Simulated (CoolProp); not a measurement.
C2F6 (R116) at several states: density (kg/m³) from the reference equation and from simpler models built on Tc = 19.9 °C, pc = 3.048 MPa, ω = 0.257; each cubic takes its own stable root.

Model: reference Helmholtz-energy equation of state, Lemmon 2006, in CoolProp. It is a short technical equation, of lower accuracy than the large ones.

| T (°C) | p (MPa) | phase | reference |
|---|---|---|---|
| 9.05 | 0.0233 | gas | 1.374 |
| 126.55 | 10.4 | supercritical | 567.4 |
| -30.25 | 0.5 | gas | 38.56 |
| -6.95 | 1.7 | liquid | 1202 |

Task: How far does each simpler model (van der Waals, Soave-Redlich-Kwong) lie from the reference over these 4 states: mean and median of the absolute difference, and the worst?

Result: 
- van der Waals: mean 25.0 %, median 6.0 %, worst -87.8 % at -6.95 °C and 1.7 MPa
- Soave-Redlich-Kwong: mean 4.4 %, median 3.1 %, worst -11.3 % at -6.95 °C and 1.7 MPa

At some of these states van der Waals gives the other phase, because its saturation line lies elsewhere.
